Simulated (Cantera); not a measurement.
Low-pressure radical oxidation in H2/O2

A perfectly stirred reactor is fed with 10.7 % H2, 89.3 % O2, equivalence ratio 0.060, at 1330 Pa; it is held at 1348 K, and followed from long to short residence time.

Model: GRI-Mech 3.0 (53 species, 325 reactions), integrated in Cantera. Radical loss at walls, strong at low pressure, is not modelled. The temperature is held fixed by assumption; the heat of reaction is taken as removed at once.

```json
[
 {"τ (s)": "18", "x H2": "5.75e-5", "x O2": "0.886", "x HO2": "5.43e-7", "x H2O2": "3.16e-8", "x H": "3.05e-5", "x OH": "0.00120", "x H2O": "0.112"},
 {"τ (s)": "5.5", "x H2": "0.000125", "x O2": "0.884", "x HO2": "9.58e-7", "x H2O2": "4.73e-8", "x H": "9.99e-5", "x OH": "0.00178", "x H2O": "0.112"},
 {"τ (s)": "1.7", "x H2": "0.000265", "x O2": "0.882", "x HO2": "1.56e-6", "x H2O2": "6.76e-8", "x H": "0.000319", "x OH": "0.00262", "x H2O": "0.111"},
 {"τ (s)": "0.54", "x H2": "0.000544", "x O2": "0.878", "x HO2": "2.30e-6", "x H2O2": "9.11e-8", "x H": "0.000961", "x OH": "0.00376", "x H2O": "0.110"},
 {"τ (s)": "0.17", "x H2": "0.00108", "x O2": "0.869", "x HO2": "3.07e-6", "x H2O2": "1.15e-7", "x H": "0.00274", "x OH": "0.00530", "x H2O": "0.107"},
 {"τ (s)": "0.052", "x H2": "0.00200", "x O2": "0.855", "x HO2": "3.70e-6", "x H2O2": "1.33e-7", "x H": "0.00699", "x OH": "0.00714", "x H2O": "0.102"},
 {"τ (s)": "0.016", "x H2": "0.00331", "x O2": "0.837", "x HO2": "4.01e-6", "x H2O2": "1.43e-7", "x H": "0.0136", "x OH": "0.00883", "x H2O": "0.0947"},
 {"τ (s)": "0.0050", "x H2": "0.00528", "x O2": "0.825", "x HO2": "4.11e-6", "x H2O2": "1.52e-7", "x H": "0.0196", "x OH": "0.0102", "x H2O": "0.0879"},
 {"τ (s)": "0.0016", "x H2": "0.00959", "x O2": "0.824", "x HO2": "4.14e-6", "x H2O2": "1.76e-7", "x H": "0.0231", "x OH": "0.0116", "x H2O": "0.0805"},
 {"τ (s)": "0.00049", "x H2": "0.0215", "x O2": "0.832", "x HO2": "4.01e-6", "x H2O2": "2.12e-7", "x H": "0.0236", "x OH": "0.0133", "x H2O": "0.0673"},
 {"τ (s)": "0.00015", "x H2": "0.0526", "x O2": "0.855", "x HO2": "3.34e-6", "x H2O2": "1.86e-7", "x H": "0.0166", "x OH": "0.0118", "x H2O": "0.0404"}
]
```
x: mole fraction; the columns are a selection and need not sum to one.
